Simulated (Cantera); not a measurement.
N2O furnace oxynitridation

An isothermal, constant-pressure homogeneous reactor starts with 99.1 % N2O, 0.941 % H2O, at 1575 K and 0.0263 atm.

Model: GRI-Mech 3.0 (53 species, 325 reactions), integrated in Cantera. GRI-Mech 3.0 was tuned for natural gas; its chemistry of N2O as a main component is partial and can be far from experiment. Radical loss at walls, strong at low pressure, is not modelled. The temperature is held fixed by assumption; the heat of reaction is taken as removed at once.

```json
[
 {"t (s)": "0.000500", "x N2O": "0.988", "x H2O": "0.00939", "x H2": "1.14e-8", "x OH": "3.02e-5", "x NO": "0.000438"},
 {"t (s)": "0.00113", "x N2O": "0.985", "x H2O": "0.00935", "x H2": "8.88e-8", "x OH": "6.60e-5", "x NO": "0.00108"},
 {"t (s)": "0.00255", "x N2O": "0.977", "x H2O": "0.00930", "x H2": "3.41e-7", "x OH": "0.000118", "x NO": "0.00250"},
 {"t (s)": "0.00577", "x N2O": "0.959", "x H2O": "0.00922", "x H2": "6.92e-7", "x OH": "0.000156", "x NO": "0.00559"},
 {"t (s)": "0.0130", "x N2O": "0.921", "x H2O": "0.00910", "x H2": "7.78e-7", "x OH": "0.000177", "x NO": "0.0122"},
 {"t (s)": "0.0294", "x N2O": "0.843", "x H2O": "0.00885", "x H2": "6.47e-7", "x OH": "0.000193", "x NO": "0.0260"},
 {"t (s)": "0.0665", "x N2O": "0.696", "x H2O": "0.00838", "x H2": "6.06e-7", "x OH": "0.000202", "x NO": "0.0518"},
 {"t (s)": "0.150", "x N2O": "0.466", "x H2O": "0.00766", "x H2": "6.76e-7", "x OH": "0.000202", "x NO": "0.0917"},
 {"t (s)": "0.340", "x N2O": "0.207", "x H2O": "0.00685", "x H2": "8.94e-7", "x OH": "0.000192", "x NO": "0.136"},
 {"t (s)": "0.767", "x N2O": "0.0402", "x H2O": "0.00633", "x H2": "1.18e-6", "x OH": "0.000178", "x NO": "0.162"},
 {"t (s)": "1.73", "x N2O": "0.00178", "x H2O": "0.00623", "x H2": "6.93e-7", "x OH": "0.000128", "x NO": "0.168"},
 {"t (s)": "3.92", "x N2O": "1.63e-5", "x H2O": "0.00625", "x H2": "3.87e-7", "x OH": "9.49e-5", "x NO": "0.167"},
 {"t (s)": "8.85", "x N2O": "7.36e-6", "x H2O": "0.00625", "x H2": "3.85e-7", "x OH": "9.47e-5", "x NO": "0.167"},
 {"t (s)": "20.0", "x N2O": "7.30e-6", "x H2O": "0.00625", "x H2": "3.84e-7", "x OH": "9.47e-5", "x NO": "0.166"}
]
```
x: mole fraction; the columns are a selection and need not sum to one.

Equilibrium at this temperature and pressure: N2O 1.80e-8, H2O 0.00624, H2 3.30e-7, OH 0.000101, NO 0.00200 (gas phase only).
